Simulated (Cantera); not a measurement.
A Cantera script and what it prints.

```python
import numpy as np
import cantera as ct

gas_names = [...]  # 118 gases of nasa_gas.yaml made of C, Cl, F, H
cond_names = """
    C(gr) C6H6(L) C7H8(L) C8H18(L),n-octa
""".split()


# ... load() reads the species with a 1 bar reference pressure and builds the phases ...
atoms = {
    'CH2F2': {'C': 1, 'H': 2, 'F': 2},
    'HCl': {'H': 1, 'CL': 1},
}
top_T = {'C(gr)': 4500}  # K; cautious upper limits of use, not melting points


# ... equilibrate(T, P, feed) seeds the gas with the atoms and calls Mixture.equilibrate('TP', solver="vcs", rtol=1e-11, max_steps=5000) ...
results = []
feed = {'CH2F2': 1, 'HCl': 0.012}  # mol
P = 390  # Pa
for T in [1098, 1298, 1498, 1698, 1898, 2098, 2298, 2498, 2698, 2898, 3098, 3298, 3498]:
    mix = equilibrate(T, P, feed)
    results.append((T, P, feed, dict(zip(mix.species_names, mix.species_moles))))

top = {s: max(r[3][s] / sum(r[3][g] for g in gas_names) for r in results) for s in gas_names}
cols = sorted((s for s in top if top[s] > 1e-05), key=lambda s: -top[s])[:5]
seen = [c for c in cond_names if any(r[3].get(c, 0) > 1e-12 for r in results)]
print("log10 of partial pressures in bar; condensed amounts in mol")
print(f"{'T/K':>10s}" + "".join(f"{s[:9]:>10s}" for s in cols + seen))
for T, P, feed, n in results:
    ng = sum(n[g] for g in gas_names)
    print(f"{T:10.4g}" + "".join(f"{np.log10(max(n[s] / ng * P / 1e5, 1e-99)):10.3f}" for s in cols)
          + "".join(f"{n.get(c, 0):10.4g}" for c in seen))
```

Output:

```
log10 of partial pressures in bar; condensed amounts in mol
       T/K        HF         H         F         C        C3     C(gr)
      1098    -2.412   -11.782   -12.123   -25.931   -28.359         1
      1298    -2.412    -9.630   -10.014   -20.659   -22.242         1
      1498    -2.412    -8.034    -8.475   -16.798   -17.777         1
      1698    -2.412    -6.822    -7.282   -13.848   -14.378         1
      1898    -2.412    -5.892    -6.309   -11.523   -11.709         1
      2098    -2.413    -5.187    -5.471    -9.643    -9.559         1
      2298    -2.417    -4.631    -4.752    -8.092    -7.793    0.9997
      2498    -2.429    -4.141    -4.177    -6.791    -6.317    0.9975
      2698    -2.461    -3.707    -3.725    -5.684    -5.067    0.9763
      2898    -2.550    -3.350    -3.376    -4.732    -3.995    0.7576
      3098    -2.750    -3.100    -3.133    -4.041    -3.480         0
      3298    -3.005    -2.927    -2.952    -3.648    -3.673         0
      3498    -3.375    -2.846    -2.862    -3.361    -4.023         0
```

These are equilibrium values from Cantera (NASA tables, ideal gas, pure condensed phases), not measurements of a reactor.
